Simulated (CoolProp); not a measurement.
Model: reference Helmholtz-energy equation of state, Colonna 2008, in CoolProp. It is a short technical equation, of lower accuracy than the large ones.

Problem. Give the vapour pressure (kPa), liquid density (kg/m³), vapour density (kg/m³), enthalpy of vaporisation (kJ/kg) of saturated dodecamethylcyclohexasiloxane (D6) at 454.2 K.

Solution. 
```csv
T (K),p (kPa),liquid density (kg/m³),vapour density (kg/m³),enthalpy of vaporisation (kJ/kg)
454.2,18.9,790,2.28,117
```
